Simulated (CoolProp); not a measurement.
Aqueous potassium acetate as a coolant, 32 % by mass, freezing at -26.4 °C, 1 atm.

Computed with CoolProp (Melinder's fits for secondary coolants).

| T (°C) | viscosity (mPa s) | density (kg/m³) | Prandtl number | cp (kJ/(kg K)) |
|---|---|---|---|---|
| -12.4 | 7.51 | 1182 | 51.4 | 3.105 |
| -7.4 | 6.03 | 1180 | 40.9 | 3.116 |
| -2.4 | 4.94 | 1178 | 33.1 | 3.126 |
| 2.6 | 4.12 | 1177 | 27.4 | 3.137 |
| 7.5 | 3.51 | 1175 | 23.1 | 3.147 |
| 12.5 | 3.02 | 1172 | 19.7 | 3.158 |
| 17.5 | 2.63 | 1170 | 17.0 | 3.169 |
| 22.5 | 2.31 | 1168 | 14.8 | 3.180 |
| 27.5 | 2.06 | 1166 | 13.0 | 3.191 |
| 32.4 | 1.84 | 1163 | 11.6 | 3.202 |
| 37.4 | 1.66 | 1161 | 10.3 | 3.214 |
